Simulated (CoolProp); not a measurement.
Values from CoolProp's reference Helmholtz-energy equation of state, Wu 2011.

For dimethyl ether, give the phase and the density (kg/m³), cv (kJ/(kg K)), Joule-Thomson coefficient (K/MPa) at -28.05 °C and 7.77 bar; 55.35 °C and 7.77 bar.


- -28.05 °C and 7.77 bar: liquid; density 740, cv 1.48, Joule-Thomson coefficient -0.334
- 55.35 °C and 7.77 bar: gas; density 14.7, cv 1.44, Joule-Thomson coefficient 18.6
